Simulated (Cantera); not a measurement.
Charge: 1 mol Ti(OiPr)4, 1.8 mol H2O, 4.8 mol H2, held at 1798.15 K and 8.90 mbar.

Method: chemical equilibrium by Gibbs-energy minimisation in Cantera with the NASA 1993 tables (ideal gas, pure condensed phases). Candidate condensed phases: C, C6H6, C7H8, C8H18, H2O, Ti, TiC, TiO, TiO2, Ti2O3, Ti3O5, Ti4O7; 113 gas species. The feed counts by its element totals alone. TiC: taken at fixed stoichiometry. Kinetics and transport are ignored.

### Question
What is the equilibrium state?

### Answer
```
Property                                 Value
-----------------------------------  ---------
x(H2)                                    0.777
x(CO)                                    0.219
x(H)                                   0.00329
x(C2H2 (acetylene))                   0.000134
x(CH4)                                 4.16e-6
n(C(graphite))                        5.19 mol
n(TiC(s))                             1.00 mol
gas amount                           26.44 mol
log10 activity of Ti(β) (absent)         -4.68
log10 activity of Ti2O3(s) (absent)     -10.79
log10 activity of Ti3O5(s) (absent)     -17.91
```
